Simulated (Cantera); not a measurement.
What does this Cantera script print?

```python
import numpy as np
import cantera as ct

gas_names = """
    CL CL2 H HCL H2 Si SiCL SiCL2 SiCL3 SiCL4 SiH SiHCL3 SiH2 SiH2CL2 SiH3 SiH3CL SiH4 Si2 Si3
""".split()
cond_names = """
    Si(cr) Si(L)
""".split()


# ... load() reads the species with a 1 bar reference pressure and builds the phases ...
atoms = {
    'Si2H6': {'Si': 2, 'H': 6},
    'Cl2': {'CL': 2},
    'H2': {'H': 2},
}
top_T = {}  # K; cautious upper limits of use, not melting points


# ... equilibrate(T, P, feed) seeds the gas with the atoms and calls Mixture.equilibrate('TP', solver="vcs", rtol=1e-11, max_steps=5000) ...
results = []
feed = {'Si2H6': 1, 'Cl2': 0.5, 'H2': 4.8}  # mol
P = 4900  # Pa
for T in [823, 973, 1123, 1273, 1423, 1573, 1723]:
    mix = equilibrate(T, P, feed)
    results.append((T, P, feed, dict(zip(mix.species_names, mix.species_moles))))

top = {s: max(r[3][s] / sum(r[3][g] for g in gas_names) for r in results) for s in gas_names}
cols = sorted((s for s in top if top[s] > 1e-05), key=lambda s: -top[s])[:7]
seen = [c for c in cond_names if any(r[3].get(c, 0) > 1e-12 for r in results)]
print("log10 of partial pressures in bar; condensed amounts in mol")
print(f"{'T/K':>10s}" + "".join(f"{s[:9]:>10s}" for s in cols + seen))
for T, P, feed, n in results:
    ng = sum(n[g] for g in gas_names)
    print(f"{T:10.4g}" + "".join(f"{np.log10(max(n[s] / ng * P / 1e5, 1e-99)):10.3f}" for s in cols)
          + "".join(f"{n.get(c, 0):10.4g}" for c in seen))
```

It prints:

```
log10 of partial pressures in bar; condensed amounts in mol
       T/K        H2       HCL     SiCL4     SiCL2    SiHCL3     SiCL3         H    Si(cr)     Si(L)
       823    -1.326    -3.863    -2.948    -6.358    -3.329    -5.630   -11.797     1.735         0
       973    -1.329    -3.182    -2.993    -4.829    -3.390    -4.640    -9.631     1.757         0
      1123    -1.338    -2.728    -3.174    -3.792    -3.551    -4.031    -8.040     1.798         0
      1273    -1.350    -2.488    -3.726    -3.214    -3.986    -3.878    -6.822     1.825         0
      1423    -1.354    -2.432    -4.696    -3.031    -4.728    -4.162    -5.855     1.824         0
      1573    -1.355    -2.432    -5.665    -2.980    -5.465    -4.532    -5.068     1.816         0
      1723    -1.355    -2.431    -6.489    -2.969    -6.099    -4.866    -4.417         0     1.815
```

Equilibrium computed with Cantera from the NASA thermochemical tables; the gas is ideal and each condensed phase is pure. The feed counts by its element totals alone. The tables' values for SiCl3, SiCl are old estimates; treat these amounts as uncertain. Gases not in the tables: Si2H6 and higher silanes.
